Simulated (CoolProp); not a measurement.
Vapour pressure (bar) of dimethyl carbonate: the reference equation beside estimates from Tc = 557.0 K, pc = 49.09 bar, ω = 0.346. Clausius-Clapeyron is anchored at 321 K with a constant enthalpy of vaporisation of 36.40 kJ/mol.

Model: reference Helmholtz-energy equation of state, Zhou 2011, in CoolProp.

```csv
T (K),reference,Clausius-Clapeyron,Redlich-Kwong
303.2,0.09365,0.09533,0.3344
307.6,0.1159,0.1172,…
312.1,…,0.1439,0.4717
316.5,0.1745,…,0.5542
321,0.2123,0.2123,…
325.4,0.2556,0.2553,0.7552
329.8,…,0.3055,0.8733
334.3,0.3656,…,1.008
338.7,0.4326,0.4331,1.155
343.2,0.5112,0.5130,1.322
347.6,0.5989,0.6030,1.501
352.1,0.7006,0.7083,1.703
356.5,0.8130,0.8258,1.920
```

Q: Fill in the missing entries.

A: 
- 307.6, Redlich-Kwong: 0.3976
- 312.1, reference: 0.1430
- 316.5, Clausius-Clapeyron: 0.1749
- 321, Redlich-Kwong: 0.6498
- 329.8, reference: 0.3060
- 334.3, Clausius-Clapeyron: 0.3653

Absolute difference from the reference over all 13 rows, mean and median: Clausius-Clapeyron 0.6 and 0.4 %, Redlich-Kwong 189.7 and 185.4 %.
